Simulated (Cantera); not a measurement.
A Cantera script and its output.

```python
import numpy as np
import cantera as ct

gas = ct.Solution("gri30.yaml")
gas.TPX = 1000, 89000, {'N2O': 1}
reactor = ct.IdealGasConstPressureReactor(gas, energy="off", clone=False)
net = ct.ReactorNet([reactor])
net.rtol, net.atol = 1e-08, 1e-18
show = ['N2O', 'O2', 'NO', 'O', 'NO2', 'N2']
times = np.geomspace(0.0002, 30, 13)

steps = ct.SolutionArray(gas, extra=["t"])
rows = []
print(f"{'t/s':>10s}{'T/K':>9s}{'P/Pa':>11s}" + "".join(f"{s:>11s}" for s in show))
for t in times:
    while net.time < t:
        t_next = net.step()
        steps.append(gas.state, t=t_next)
    rows.append([np.interp(t, steps.t, y) for y in (steps.T, steps.P, *steps(*show).X.T)])
    print(f"{t:10.3e}{rows[-1][0]:9.1f}{rows[-1][1]:11.4g}" + "".join(f"{x:11.3e}" for x in rows[-1][2:]))
rate = np.gradient(steps.T, steps.t)
print("integrator steps:", len(steps.t))
if steps.T.max() > steps.T[0] + 200:
    print(f"time of steepest temperature rise: {steps.t[rate.argmax()]:.4e} s")
gas.TPX = 1000, 89000, {'N2O': 1}
gas.equilibrate("TP")
print(f"equilibrium (TP): T = {gas.T:.1f} K  " + "  ".join(f"{s} {gas[s].X[0]:.3e}" for s in show))
```

It prints:

```
       t/s      T/K       P/Pa        N2O         O2         NO          O        NO2         N2
 2.000e-04   1000.0    8.9e+04  1.000e+00  4.772e-07  3.974e-08  3.961e-08  1.043e-13  1.014e-06
 5.400e-04   1000.0    8.9e+04  1.000e+00  1.353e-06  1.127e-07  3.961e-08  8.382e-13  2.802e-06
 1.458e-03   1000.0    8.9e+04  1.000e+00  3.718e-06  3.095e-07  3.961e-08  6.331e-12  7.630e-06
 3.936e-03   1000.0    8.9e+04  1.000e+00  1.010e-05  8.411e-07  3.961e-08  4.686e-11  2.066e-05
 1.063e-02   1000.0    8.9e+04  9.999e-01  2.734e-05  2.276e-06  3.961e-08  3.415e-10  5.585e-05
 2.869e-02   1000.0    8.9e+04  9.998e-01  7.386e-05  6.147e-06  3.961e-08  2.462e-09  1.508e-04
 7.746e-02   1000.0    8.9e+04  9.994e-01  1.994e-04  1.659e-05  3.960e-08  1.736e-08  4.072e-04
 2.091e-01   1000.0    8.9e+04  9.983e-01  5.380e-04  4.468e-05  3.959e-08  1.168e-07  1.099e-03
 5.646e-01   1000.0    8.9e+04  9.955e-01  1.449e-03  1.200e-04  3.954e-08  6.960e-07  2.960e-03
 1.524e+00   1000.0    8.9e+04  9.878e-01  3.889e-03  3.202e-04  3.938e-08  3.254e-06  7.943e-03
 4.116e+00   1000.0    8.9e+04  9.677e-01  1.033e-02  8.457e-04  3.894e-08  1.117e-05  2.110e-02
 1.111e+01   1000.0    8.9e+04  9.165e-01  2.671e-02  2.167e-03  3.777e-08  3.133e-05  5.455e-02
 3.000e+01   1000.0    8.9e+04  7.979e-01  6.474e-02  5.145e-03  3.490e-08  7.686e-05  1.322e-01
integrator steps: 659
equilibrium (TP): T = 1000.0 K  N2O 2.599e-09  O2 3.333e-01  NO 3.646e-05  O 9.685e-11  NO2 2.324e-06  N2 6.666e-01
```

Cantera simulation using GRI-Mech 3.0 (53 species, 325 reactions); the numbers are that mechanism's predictions, not measurements. GRI-Mech 3.0 was tuned for natural gas; its chemistry of N2O as a main component is partial and can be far from experiment. The mechanism lacks the step 2 NO + O2 → 2 NO2, which can matter for NO2 below about 1400 K. The temperature is held fixed by assumption; the heat of reaction is taken as removed at once.
